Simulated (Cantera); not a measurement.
A closed system holds: 1 mol HBr, 0.04 mol O2, 7.5 mol N2, at 1400 K and 1.00 bar.

These are equilibrium values from Cantera (NASA tables, ideal gas, pure condensed phases), not measurements of a reactor. Rates play no part.

```tsv
species	before	after
N2	0.878	0.849
Br	0.0107	0.0705
HBr	0.0982	0.0426
H2	4.49e-5	0.0246
H	3.26e-8	0.00394
O	<1e-9	3.02e-5
OH	1.35e-7	0.000287
NO	1.57e-7	0.000109
Br2	0.00403	8.65e-5
H2O	0.00936	0.00863
```
Gas species are given as mole fractions.

### Question
What was changed between the two runs?
(A) temperature from 1400 K to 2500 K
(B) temperature from 1400 K to 1500 K
(C) 0.054 mol NH3 added
(D) temperature from 1400 K to 1025 K

### Answer
A, temperature from 1400 K to 2500 K
